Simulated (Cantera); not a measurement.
An isothermal, constant-pressure homogeneous reactor starts with C2H6 : H2 = 1 : 20 (molar parts), at 1600 K and 1.00 bar.

Detailed kinetics in Cantera: GRI-Mech 3.0 (53 species, 325 reactions). GRI-Mech 3.0 stops at C3 and has no aromatics, soot or wall deposition, so with more carbon than oxygen in the feed, carbon stays in small species such as C2H2 where larger ones or solid carbon would form.

x: mole fraction; the columns are a selection and need not sum to one.

| t (s) | x C2H6 | x H2 | x H | x CH4 | x C2H4 |
|---|---|---|---|---|---|
| 1.00e-5 | 0.0344 | 0.947 | ___ | 0.00839 | 0.00711 |
| 6.88e-5 | 0.00178 | 0.934 | ___ | 0.0384 | 0.0208 |
| 0.000473 | 5.04e-5 | 0.934 | ___ | 0.0400 | 0.0151 |
| 0.00325 | 1.60e-5 | 0.934 | 5.59e-5 | 0.0401 | 0.00555 |
| 0.0224 | 8.92e-6 | 0.934 | 5.32e-5 | 0.0402 | 0.00235 |
| 0.154 | 8.97e-6 | 0.934 | 5.31e-5 | 0.0407 | 0.00233 |
| 1.06 | 9.06e-6 | 0.934 | 5.29e-5 | 0.0415 | 0.00230 |
| 7.27 | 9.07e-6 | 0.934 | 5.29e-5 | 0.0415 | 0.00230 |
| 50.0 | 9.07e-6 | 0.934 | 5.29e-5 | 0.0415 | 0.00230 |

**Question.** Fill in the missing entries.

**Answer.** 
- 1.00e-5, x H: 0.000573
- 6.88e-5, x H: 0.000391
- 0.000473, x H: 7.38e-5
